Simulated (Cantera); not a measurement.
Feed: 1 mol C₃H₆, 0.81 mol CO₂, equilibrated at 730000 Pa.

Method: chemical equilibrium by Gibbs-energy minimisation in Cantera with the NASA 1993 tables (ideal gas, pure condensed phases). Candidate condensed phases: C, C₆H₆, C₇H₈, C₈H₁₈, H₂O; 110 gas species. Rates play no part. All values below are at 2025 K.

Base state: H₂ 0.647, CO 0.351, CH₄ 0.00121, C₂H₂ (acetylene) 0.000585, H 0.000573, H₂O 0.000176, CH₃ 2.12e-5, CO₂ 2.04e-5 (mole fractions); condensed: C(graphite).

What changes in the equilibrium state with this change: CO₂ from 0.81 to 0.027 mol?


```csv
species,before,after
H₂,0.647,0.978
CO,0.351,0.0177
CH₄,0.00121,0.00277
CO₂,2.04e-5,5.20e-8
H₂O,0.000176,1.34e-5
C₂H₄,1.62e-5,3.71e-5
"C(graphite), mol",2.18,2.96
```

What changes in the equilibrium state with this change: CO₂ from 0.81 to 3.2 mol?


```
species             before    after
----------------  --------  -------
CO                   0.351    0.667
H₂                   0.647    0.311
H₂O               0.000176   0.0149
C₂H₂ (acetylene)  0.000585  3.28e-8
C₂H₄               1.62e-5    <1e-9
CH₄                0.00121  3.03e-6
CO₂                2.04e-5  0.00684
C(graphite), mol      2.18        0
```
